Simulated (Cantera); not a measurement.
Charge: 1 mol Pb, 1.1 mol H₂, equilibrated at 1000 K and 7700 Pa.

These are equilibrium values from Cantera (NASA tables, ideal gas, pure condensed phases), not measurements of a reactor. Candidate condensed phases: Pb; 4 gas species. Equilibrium is a limit: real reactors are often held back by kinetics, nucleation or transport.

Base state: H₂ 1.000, Pb 0.000210 (mole fractions); condensed: Pb(l).

Q: What changes in the equilibrium state with this change: 0.09 mol HCl added?

A: 
| species | before | after |
|---|---|---|
| H₂ | 1.000 | 0.927 |
| HCl | 0 | 0.0681 |
| PbCl₂ | 0 | 0.00269 |
| PbCl | 0 | 0.00196 |
| PbCl₄ | 0 | 1.91e-5 |
| Pb(l), mol | 1.000 | 0.994 |
The tables' values for PbCl₄ are old estimates; treat these amounts as uncertain. Further candidate phases: PbCl₂.
